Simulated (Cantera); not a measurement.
What does this Cantera script print?

```python
import numpy as np
import cantera as ct

gas_names = [...]  # 136 gases of nasa_gas.yaml made of C, H, N, O
cond_names = """
    C(gr) C6H6(L) C7H8(L) C8H18(L),n-octa H2O(s) H2O(L)
""".split()


# ... load() reads the species with a 1 bar reference pressure and builds the phases ...
atoms = {
    'C3H6': {'C': 3, 'H': 6},
    'O2': {'O': 2},
    'N2': {'N': 2},
}
top_T = {'C(gr)': 4500}  # K; cautious upper limits of use, not melting points


# ... equilibrate(T, P, feed) seeds the gas with the atoms and calls Mixture.equilibrate('TP', solver="vcs", rtol=1e-11, max_steps=5000) ...
results = []
feed = {'C3H6': 1, 'O2': 0.068, 'N2': 2.4}  # mol
T = 2200  # K
P = 13332.2  # Pa
mix = equilibrate(T, P, feed)
results.append((T, P, feed, dict(zip(mix.species_names, mix.species_moles))))
x = sorted(zip(gas.X, gas.species_names), reverse=True)
print(f"T = {T:g} K  P = {P:g} Pa  gas = {mix.phase_moles(0):.4g} mol")
print("   x: " + "  ".join(f"{s} {v:.3e}" for v, s in x if v > 0.0001))
print("   condensed (mol): " + ("  ".join(f"{mix.phase(i).name} {mix.phase_moles(i):.4g}"
      for i in range(1, mix.n_phases) if mix.phase_moles(i) > 1e-12) or "none"))
```

Result:

```
T = 2200 K  P = 13332.2 Pa  gas = 5.567 mol
   x: H2 5.243e-01  N2 4.234e-01  CO 2.443e-02  HCN 1.420e-02  H 1.117e-02  C2H2,acetylene 1.343e-03  HNC 1.122e-03
   condensed (mol): C(gr) 2.764
```

These are equilibrium values from Cantera (NASA tables, ideal gas, pure condensed phases), not measurements of a reactor.
